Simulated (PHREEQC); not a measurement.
Dissolve 14 mmol/kgw BaCl2, 29 mmol/kgw CO2 and 1.9 mmol/kgw KCl at 25 °C. Closed to the air; pH follows from the charge balance.

Model: ion-association model, wateq4f.dat, run in PHREEQC.

This is a speciation only: nothing precipitates in the calculation.

Question: What pH does the model give?

Answer: pH 3.92.
